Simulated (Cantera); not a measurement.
Cantera run, input and output.

```python
import numpy as np
import cantera as ct

gas = ct.Solution("gri30.yaml")
gas.TPX = 975, 2666, {'H2': 0.31, 'O2': 1}
reactor = ct.IdealGasConstPressureReactor(gas, energy="off", clone=False)
net = ct.ReactorNet([reactor])
net.rtol, net.atol = 1e-08, 1e-18
show = ['H2', 'O2', 'H2O2', 'OH', 'H2O']
times = np.geomspace(0.0009, 5, 13)

steps = ct.SolutionArray(gas, extra=["t"])
rows = []
print(f"{'t/s':>10s}{'T/K':>9s}{'P/Pa':>11s}" + "".join(f"{s:>11s}" for s in show))
for t in times:
    while net.time < t:
        t_next = net.step()
        steps.append(gas.state, t=t_next)
    rows.append([np.interp(t, steps.t, y) for y in (steps.T, steps.P, *steps(*show).X.T)])
    print(f"{t:10.3e}{rows[-1][0]:9.1f}{rows[-1][1]:11.4g}" + "".join(f"{x:11.3e}" for x in rows[-1][2:]))
rate = np.gradient(steps.T, steps.t)
print("integrator steps:", len(steps.t))
if steps.T.max() > steps.T[0] + 200:
    print(f"time of steepest temperature rise: {steps.t[rate.argmax()]:.4e} s")
gas.TPX = 975, 2666, {'H2': 0.31, 'O2': 1}
gas.equilibrate("TP")
print(f"equilibrium (TP): T = {gas.T:.1f} K  " + "  ".join(f"{s} {gas[s].X[0]:.3e}" for s in show))
```

Output:

```
       t/s      T/K       P/Pa         H2         O2       H2O2         OH        H2O
 9.000e-04    975.0       2666  2.366e-01  7.634e-01  1.364e-11  1.154e-07  1.097e-06
 1.846e-03    975.0       2666  2.220e-01  7.564e-01  8.389e-08  1.030e-03  1.062e-02
 3.788e-03    975.0       2666  1.038e-02  7.146e-01  1.582e-06  4.045e-03  2.384e-01
 7.770e-03    975.0       2666  1.656e-03  7.300e-01  1.379e-06  8.746e-04  2.655e-01
 1.594e-02    975.0       2666  4.137e-04  7.313e-01  9.004e-07  3.051e-04  2.677e-01
 3.270e-02    975.0       2666  1.177e-04  7.315e-01  5.431e-07  1.488e-04  2.682e-01
 6.708e-02    975.0       2666  3.125e-05  7.316e-01  3.030e-07  8.076e-05  2.683e-01
 1.376e-01    975.0       2666  7.254e-06  7.316e-01  1.609e-07  4.530e-05  2.684e-01
 2.823e-01    975.0       2666  1.474e-06  7.316e-01  8.267e-08  2.608e-05  2.684e-01
 5.791e-01    975.0       2666  2.874e-07  7.316e-01  4.193e-08  1.563e-05  2.684e-01
 1.188e+00    975.0       2666  6.914e-08  7.316e-01  2.148e-08  9.804e-06  2.684e-01
 2.437e+00    975.0       2666  2.339e-08  7.316e-01  1.116e-08  6.379e-06  2.684e-01
 5.000e+00    975.0       2666  9.494e-09  7.316e-01  5.808e-09  4.251e-06  2.684e-01
integrator steps: 1601
equilibrium (TP): T = 975.0 K  H2 7.874e-11  O2 7.316e-01  H2O2 7.603e-11  OH 3.870e-07  H2O 2.684e-01
```

Computed with Cantera and GRI-Mech 3.0 (53 species, 325 reactions). Radical loss at walls, strong at low pressure, is not modelled. The temperature is held fixed by assumption; the heat of reaction is taken as removed at once.
